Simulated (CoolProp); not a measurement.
A single-stage vapour-compression cycle with the fluid: evaporating at 293.15 K (dew point), condensing at 340.15 K (bubble point), superheat 2 K, subcooling 2 K, compressor efficiency 0.65, no pressure losses. The same conditions are run with several fluids, on thermodynamics alone (safety and materials aside).

Values from CoolProp's reference Helmholtz-energy equation of state of each fluid (n-butane: Bücker 2006; R1224YDZ: Akasaka 2023; R141b: Lemmon 2006; chloromethane (R40): Thol 2014; c-C4F8 (RC318): Platzer 1990; hydrogen sulfide: Lemmon 2006). The equations of Platzer and Polt are older, rougher fits.

| fluid | cooling COP | pressure ratio | discharge temperature (K) | refrigerating effect (kJ/kg) | volumetric capacity (kJ/m³) |
|---|---|---|---|---|---|
| n-butane | 3.22 | 3.63 | 347.9 | 255 | 1340 |
| R1224YDZ | 3.23 | 4.31 | 347.2 | 115 | 905 |
| R141b | 3.49 | 4.61 | 362.7 | 177 | 564 |
| chloromethane (R40) | 3.37 | 3.35 | 405.6 | 306 | 3470 |
| c-C4F8 (RC318) | 2.63 | 3.75 | 340.2 | 55.7 | 1320 |
| hydrogen sulfide | 2.97 | 2.80 | 412.7 | 320 | 9440 |

The compression ends wet for: c-C4F8 (RC318).
